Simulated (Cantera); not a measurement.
Charge: 1 mol CuO, 2.1 mol F2, 0.82 mol O2, at 13.3 mbar.

Method: chemical equilibrium by Gibbs-energy minimisation in Cantera with the NASA 1993 tables (ideal gas, pure condensed phases). Candidate condensed phases: Cu, CuF2, CuO, Cu2O; 13 gas species. The numbers say what is thermodynamically allowed, not how fast it happens.

Q: Which condensed phases are stable at each of these points (T (K)): 1250, 1300, 1350, 1400, 1450, 1500, 1550, 1600, 1650, 1700?

A: 
| T (K) | condensed phases | Cu condensed (%) |
|---|---|---|
| 1250 | CuF2(l) | 22.9 |
| 1300 | gas only | 0.0 |
| 1350 | gas only | 0.0 |
| 1400 | gas only | 0.0 |
| 1450 | gas only | 0.0 |
| 1500 | gas only | 0.0 |
| 1550 | gas only | 0.0 |
| 1600 | gas only | 0.0 |
| 1650 | gas only | 0.0 |
| 1700 | gas only | 0.0 |

At 1250 K the condensed part is CuF2(l). From 1300 K to 1700 K nothing is condensed.
